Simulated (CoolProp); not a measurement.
Properties of hydrogen chloride along the isotherm 200.1 K (Tc = 324.7 K, pc = 8.314 MPa, ω = 0.130).

Computed with CoolProp (reference Helmholtz-energy equation of state, Thol 2018).

```csv
p (MPa),phase,cp (kJ/(kg K)),isothermal compressibility (1/MPa),expansivity (1/kK)
3.2,liquid,1.660,0.001280,2.182
6.4,liquid,1.651,0.001231,2.128
9.59,liquid,1.643,0.001186,2.078
12.8,liquid,1.635,0.001145,2.031
16,liquid,1.628,0.001107,1.988
19.2,liquid,1.621,0.001071,1.947
22.4,liquid,1.615,0.001039,1.909
25.6,liquid,1.609,0.001008,1.873
28.8,liquid,1.603,0.0009796,1.839
32,liquid,1.598,0.0009528,1.807
35.2,liquid,1.593,0.0009277,1.776
38.4,liquid,1.589,0.0009041,1.747
41.6,liquid,1.584,0.0008817,1.720
```
